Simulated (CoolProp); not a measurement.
R365MFC along the isotherm 500 K: density (kg/m³) from the reference equation and from simpler models built on Tc = 460.0 K, pc = 32.66 bar, ω = 0.377; each cubic takes its own stable root.

The numbers come from the reference Helmholtz-energy equation of state, Lemmon 2016 in CoolProp.

| p (bar) | phase | reference |
|---|---|---|
| 6.8 | gas | 25.75 |
| 13.6 | gas | 55.12 |
| 20.4 | gas | 89.26 |
| 27.2 | gas | 129.8 |
| 34 | supercritical | 179.1 |
| 40.8 | supercritical | 240.9 |
| 47.6 | supercritical | 321.7 |
| 54.4 | supercritical | 428.6 |
| 61.2 | supercritical | 534.7 |
| 68 | supercritical | 605.1 |
| 74.9 | supercritical | 652.2 |
| 81.7 | supercritical | 686.2 |

Q: How far does each simpler model (ideal gas, van der Waals) lie from the reference over these 12 states: mean and median of the absolute difference, and the worst?

A: 
- ideal gas: mean 39.3 %, median 43.5 %, worst -60.0 % at 500 K and 68 bar
- van der Waals: mean 8.9 %, median 7.2 %, worst +23.3 % at 500 K and 47.6 bar
